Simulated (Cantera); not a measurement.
An isothermal, constant-pressure homogeneous reactor starts with CH₄ : H₂O : H₂ = 1 : 2.2 : 0.082 (molar parts), at 1600 K and 9.87 atm.

Cantera simulation using GRI-Mech 3.0 (53 species, 325 reactions); the numbers are that mechanism's predictions, not measurements.

x: mole fraction; the columns are a selection and need not sum to one.

| t (s) | x CH₄ | x H₂O | x H₂ | x H | x HO₂ |
|---|---|---|---|---|---|
| 0.000400 | 0.297 | 0.669 | 0.0305 | [?] | <1e-12 |
| 0.00132 | 0.279 | 0.661 | 0.0484 | [?] | <1e-12 |
| 0.00435 | 0.235 | 0.637 | 0.0993 | [?] | <1e-12 |
| 0.0143 | 0.164 | 0.596 | 0.183 | [?] | <1e-12 |
| 0.0473 | 0.109 | 0.546 | 0.261 | [?] | <1e-12 |
| 0.156 | 0.105 | 0.482 | 0.316 | [?] | <1e-12 |
| 0.514 | 0.0950 | 0.396 | 0.391 | [?] | <1e-12 |
| 1.69 | 0.0658 | 0.314 | 0.475 | 1.19e-5 | <1e-12 |
| 5.58 | 0.0306 | 0.252 | 0.548 | 1.28e-5 | <1e-12 |
| 18.4 | 0.00641 | 0.216 | 0.592 | 1.33e-5 | <1e-12 |
| 60.7 | 0.000126 | 0.208 | 0.603 | 1.34e-5 | <1e-12 |
| 200 | 2.35e-5 | 0.208 | 0.603 | 1.34e-5 | <1e-12 |

Fill in the missing entries.


- 0.000400, x H: 1.32e-6
- 0.00132, x H: 2.02e-6
- 0.00435, x H: 3.56e-6
- 0.0143, x H: 6.00e-6
- 0.0473, x H: 8.69e-6
- 0.156, x H: 9.76e-6
- 0.514, x H: 1.08e-5
